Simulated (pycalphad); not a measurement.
Computed with pycalphad from the COST 507 light-alloy database (1999), at 1 atm. These are 1990s assessments: newer ones move some temperatures and phases. Amounts are mole fractions of atoms. Kinetics are ignored, which matters at the lower temperatures.

### Question
Give the equilibrium state of Al-13Si-1.01Mg (at.%) at 450 K.

### Answer
```
T = 450.00 K, P = 101325 Pa, N = 1 mol of atoms
G = -13329 J/mol, H = 3455 J/mol, S = 37.30 J/(mol K)  (SER reference)
chemical potentials (J/mol): Al -13571, Si -9169, Mg -46263
phase             fraction      x(Al)      x(Si)      x(Mg)
FCC_A1              0.8600     0.9999   3.66e-05   3.55e-05
DIAMOND_A4          0.1249   5.92e-13     1.0000       none
MG2SI               0.0151       none     0.3333     0.6667
```

### Question
Give the equilibrium state of Al-13Si-1.01Mg (at.%) at 850 K.

### Answer
```
T = 850.00 K, P = 101325 Pa, N = 1 mol of atoms
G = -32355 J/mol, H = 29234 J/mol, S = 72.46 J/(mol K)  (SER reference)
chemical potentials (J/mol): Al -33155, Si -23592, Mg -76971
phase             fraction      x(Al)      x(Si)      x(Mg)
LIQUID              0.9938     0.8652     0.1246     0.0102
DIAMOND_A4          0.0062   8.84e-07     1.0000       none
```

Database names, with the compositions (at.%) that they take in these runs: MG2SI: Mg 67 Si 33. FCC_A1 is fcc; DIAMOND_A4 is diamond (Si). An entry "none" or "no" means that the model of the phase leaves that element out.
